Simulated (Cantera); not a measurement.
An adiabatic, constant-volume homogeneous reactor starts with 22.1 % CH3OH, 15.0 % O2, 56.5 % N2, 6.40 % H2O, equivalence ratio 2.2, at 1725 K and 0.790 atm.

Computed with Cantera and GRI-Mech 3.0 (53 species, 325 reactions). GRI-Mech 3.0 was tuned for natural gas; its chemistry of methanol as a main component is partial and can be far from experiment.

Task: Predict: time of steepest temperature rise; temperature at 8.00 s; equilibrium temperature; x(O2) at 8.00 s; x(H2O) at 8.00 s; x(CO2) at 8.00 s; x(O) at 8.00 s.

Result: 
```json
{
 "time_of_steepest_temperature_rise": "26.0 µs",
 "temperature at 8.00 s": "2799 K",
 "equilibrium_temperature": "2799 K",
 "x(O2) at 8.00 s": "0.000781 (gas-phase equilibrium 0.000781)",
 "x(H2O) at 8.00 s": "0.229 (gas-phase equilibrium 0.229)",
 "x(CO2) at 8.00 s": "0.0325 (gas-phase equilibrium 0.0325)",
 "x(O) at 8.00 s": "0.00116 (gas-phase equilibrium 0.00116)"
}
```
